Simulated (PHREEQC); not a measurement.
2.4 g of hydrous ferric oxide (600 m²/g; 0.2 weak and 0.005 strong sites per Fe, Dzombak-Morel constants, diffuse double layer) in 1 kg of water with 0.3 mol/kgw of an inert sodium salt, at 25 °C; the pH is set by adding NaOH or the inert anion's acid. Oxygen alone is held at its pressure in air (log pO2 = -0.68). The system is closed to CO2. No solid was allowed to form.

All values are PHREEQC results (ion-association model, wateq4f.dat), not measurements.

Question: Predict surface charge σ (C/m²) at pH = 5.33, 9.33, 11.33.

Answer: 
```json
[
 {"pH": "5.33", "surface charge σ (C/m²)": "0.231"},
 {"pH": "9.33", "surface charge σ (C/m²)": "-0.074"},
 {"pH": "11.33", "surface charge σ (C/m²)": "-0.282"}
]
```
